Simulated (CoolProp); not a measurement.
Vapour-liquid equilibrium of propane (1) + R152A (2) at 0.754 bar; x and y are mole fractions of (1).

Values from CoolProp's multi-fluid Helmholtz-energy mixture model, Lemmon 2009 and Outcalt 1996; pair parameters Bell 2016.

Task: Give the bubble temperature and the first vapour's composition at x = 0.05, 0.25, 0.85. Is there an azeotrope?

Result: x = 0.05: 235.4 K, y = 0.322; x = 0.25: 224.6 K, y = 0.666; x = 0.85: 222.4 K, y = 0.804. y crosses x between x = 0.75 and 0.85: the model has an azeotrope there.

The pair parameters rest on a limited set of measurements; away from them the model extrapolates. With so large a gap from Raoult's law the liquid may split in two, which this calculation doesn't test in full.
